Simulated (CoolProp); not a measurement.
Aqueous propylene glycol as a coolant, 20 % by mass, freezing at -7.2 °C, 1 atm.

Computed with CoolProp (Melinder's fits for secondary coolants).

```csv
T (°C),density (kg/m³),conductivity (W/(m K)),Prandtl number,cp (kJ/(kg K))
-0.2,1020,?,36.4,3.936
6,1019,0.478,?,3.948
12.1,1017,?,21.8,3.960
18.2,1015,0.490,17.4,3.973
24.4,?,0.497,14.2,3.986
30.5,1011,?,11.8,3.999
36.7,1008,0.509,?,?
```

Task: Complete the blanks.

Result: 
- -0.2, conductivity (W/(m K)): 0.471
- 6, Prandtl number: 27.7
- 12.1, conductivity (W/(m K)): 0.484
- 24.4, density (kg/m³): 1013
- 30.5, conductivity (W/(m K)): 0.503
- 36.7, Prandtl number: 9.98
- 36.7, cp (kJ/(kg K)): 4.012
